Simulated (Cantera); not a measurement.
Input (Python, Cantera) and output of one run.

```python
import numpy as np
import cantera as ct

gas_names = """
    H HO2 H2 H2O H2O2 O OH O2 O3 Si SiH SiH2 SiH3 SiH4 SiO SiO2 Si2 Si3
""".split()
cond_names = """
    H2O(s) H2O(L) Si(cr) Si(L) SiO2(Lqz) SiO2(hqz) SiO2(L)
""".split()


# ... load() reads the species with a 1 bar reference pressure and builds the phases ...
atoms = {
    'Si2H6': {'Si': 2, 'H': 6},
    'O2': {'O': 2},
}
top_T = {}  # K; cautious upper limits of use, not melting points


# ... equilibrate(T, P, feed) seeds the gas with the atoms and calls Mixture.equilibrate('TP', solver="vcs", rtol=1e-11, max_steps=5000) ...
results = []
feed = {'Si2H6': 1, 'O2': 0.1}  # mol
T = 1198  # K
P = 133.322  # Pa
mix = equilibrate(T, P, feed)
results.append((T, P, feed, dict(zip(mix.species_names, mix.species_moles))))
x = sorted(zip(gas.X, gas.species_names), reverse=True)
print(f"T = {T:g} K  P = {P:g} Pa  gas = {mix.phase_moles(0):.4g} mol")
print("   x: " + "  ".join(f"{s} {v:.3e}" for v, s in x if v > 1e-06))
print("   condensed (mol): " + ("  ".join(f"{mix.phase(i).name} {mix.phase_moles(i):.4g}"
      for i in range(1, mix.n_phases) if mix.phase_moles(i) > 1e-12) or "none"))
```

Result:

```
T = 1198 K  P = 133.322 Pa  gas = 3.001 mol
   x: H2 9.996e-01  SiO 3.797e-04  H 5.205e-06
   condensed (mol): Si(cr) 1.899  SiO2(hqz) 0.09943
```

Method: chemical equilibrium by Gibbs-energy minimisation in Cantera with the NASA 1993 tables (ideal gas, pure condensed phases). The feed counts by its element totals alone. Mutual solubility and eutectic melting of coexisting phases are not modelled. The tables hold silica as quartz up to 1696 K and as liquid above; real silica turns to tridymite and cristobalite and melts near 1996 K.
